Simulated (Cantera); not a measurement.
What does this Cantera script print?

```python
import numpy as np
import cantera as ct

gas = ct.Solution("gri30.yaml")
gas.TPX = 1500, 55000, {'CO': 1, 'H2': 1.1, 'CH4': 0.29, 'O2': 3.79, 'N2': 14.3}
reactor = ct.IdealGasConstPressureReactor(gas, energy="on", clone=False)
net = ct.ReactorNet([reactor])
net.rtol, net.atol = 1e-08, 1e-16
show = ['CO', 'H2', 'CH4', 'O', 'CH2CO', 'C2H4', 'CO2']
times = np.geomspace(1e-06, 3, 12)

steps = ct.SolutionArray(gas, extra=["t"])
rows = []
print(f"{'t/s':>10s}{'T/K':>9s}{'P/Pa':>11s}" + "".join(f"{s:>11s}" for s in show))
for t in times:
    while net.time < t:
        t_next = net.step()
        steps.append(gas.state, t=t_next)
    rows.append([np.interp(t, steps.t, y) for y in (steps.T, steps.P, *steps(*show).X.T)])
    print(f"{t:10.3e}{rows[-1][0]:9.1f}{rows[-1][1]:11.4g}" + "".join(f"{x:11.3e}" for x in rows[-1][2:]))
rate = np.gradient(steps.T, steps.t)
print("integrator steps:", len(steps.t))
if steps.T.max() > steps.T[0] + 200:
    print(f"time of steepest temperature rise: {steps.t[rate.argmax()]:.4e} s")
gas.TPX = 1500, 55000, {'CO': 1, 'H2': 1.1, 'CH4': 0.29, 'O2': 3.79, 'N2': 14.3}
gas.equilibrate("HP")
print(f"equilibrium (HP): T = {gas.T:.1f} K  " + "  ".join(f"{s} {gas[s].X[0]:.3e}" for s in show))
```

Output:

```
       t/s      T/K       P/Pa         CO         H2        CH4          O      CH2CO       C2H4        CO2
 1.000e-06   1500.0    5.5e+04  4.883e-02  5.371e-02  1.416e-02  1.521e-08  4.040e-15  9.499e-18  1.132e-08
 3.880e-06   1500.0    5.5e+04  4.883e-02  5.371e-02  1.416e-02  9.081e-08  1.267e-13  6.779e-15  5.496e-08
 1.505e-05   1500.0    5.5e+04  4.883e-02  5.370e-02  1.415e-02  2.093e-06  1.365e-11  4.292e-11  8.072e-07
 5.841e-05   1742.7    5.5e+04  5.253e-02  7.104e-03  4.248e-06  2.233e-02  4.936e-08  3.895e-10  1.015e-02
 2.266e-04   2054.4    5.5e+04  1.915e-02  5.551e-03  2.126e-18  2.152e-02  1.422e-20  2.210e-27  4.490e-02
 8.793e-04   2318.4    5.5e+04  1.053e-02  2.477e-03  2.459e-19  8.598e-03  4.744e-21  8.397e-29  5.481e-02
 3.412e-03   2413.4    5.5e+04  5.777e-03  1.280e-03  1.513e-19  4.256e-03  1.490e-21  1.196e-29  6.004e-02
 1.324e-02   2410.9    5.5e+04  5.628e-03  1.249e-03  1.451e-19  4.097e-03  1.383e-21  1.086e-29  6.020e-02
 5.136e-02   2402.2    5.5e+04  5.438e-03  1.212e-03  1.330e-19  3.854e-03  1.214e-21  9.257e-30  6.042e-02
 1.993e-01   2397.3    5.5e+04  5.334e-03  1.192e-03  1.266e-19  3.724e-03  1.125e-21  8.446e-30  6.053e-02
 7.732e-01   2397.2    5.5e+04  5.333e-03  1.191e-03  1.265e-19  3.722e-03  1.124e-21  8.434e-30  6.053e-02
 3.000e+00   2397.2    5.5e+04  5.333e-03  1.191e-03  1.265e-19  3.722e-03  1.124e-21  8.434e-30  6.053e-02
integrator steps: 1627
time of steepest temperature rise: 4.9133e-05 s
equilibrium (HP): T = 2397.2 K  CO 5.333e-03  H2 1.191e-03  CH4 1.911e-19  O 3.722e-03  CH2CO 1.426e-21  C2H4 1.075e-29  CO2 6.053e-02
```

Model: GRI-Mech 3.0 (53 species, 325 reactions), integrated in Cantera.
